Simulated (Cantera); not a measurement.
Input: 1 mol SiHCl₃, 5.2 mol N₂, 0.64 mol H₂, at 1.33 mbar.

These are equilibrium values from Cantera (NASA tables, ideal gas, pure condensed phases), not measurements of a reactor. Candidate condensed phases: NH₄Cl, Si, Si₃N₄; 28 gas species. N₂ is the only nitrogen source here; it is nearly inert below about 1500 K, so the nitride shown seldom forms there in practice. The numbers say what is thermodynamically allowed, not how fast it happens.

Q: Which condensed phases are stable at each of these points (T (K)): 1225, 1325, 1425, 1525, 1625, 1725, 1825?

A: 
```
T (K)  condensed phases  Si condensed (%)
-----  ----------------  ----------------
1225           Si₃N₄(s)              64.3
1325           Si₃N₄(s)              51.8
1425           Si₃N₄(s)              25.7
1525           Si₃N₄(s)               1.1
1625           gas only               0.0
1725           gas only               0.0
1825           gas only               0.0
```

From 1225 K to 1525 K the condensed part is Si₃N₄(s). From 1625 K to 1825 K nothing is condensed.
